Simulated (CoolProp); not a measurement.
A Linde-Hampson liquefier for oxygen: isothermal reversible compression at 290 K from 1 atm to 25 MPa, throttling to 1 atm, return gas leaving the recuperator 10 K below the feed. Each further row changes one setting.

Values from CoolProp's reference Helmholtz-energy equation of state, Schmidt 1985.

```
case                        liquid yield per pass  compression work (kJ/kg of gas)
--------------------------  ---------------------  -------------------------------
as stated                                   0.115                              406
high pressure 50 MPa                        0.158                              459
warm-end temperature 320 K                  0.083                              453
warm-end gap 15 K                           0.105                              406
```

Above 300 K oxygen's equation is extrapolated.
